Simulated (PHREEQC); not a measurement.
Acid rinse or clean: an equilibrium model

Make-up at 25 °C: 24 mmol/kgw HCl and 72 mmol/kgw KCl. Closed to the air; pH follows from the charge balance.

Computed with PHREEQC (ion-association model, phreeqc.dat).

```yaml
pH: 1.70
ionic_strength: 0.0960 mol/kgw
specific_conductance: 17600 µS/cm
density: 1.001 g/cm³
total_alkalinity: -24.0 meq/kg
```

```json
[
 {"species": "Cl-", "molality": "0.0960", "activity": "0.0739", "log γ": "-0.114"},
 {"species": "K+", "molality": "0.0720", "activity": "0.0552", "log γ": "-0.115"},
 {"species": "H+", "molality": "0.0240", "activity": "0.0198", "log γ": "-0.082"}
]
```

No solid was allowed to form. Species that the database lacks are ignored.
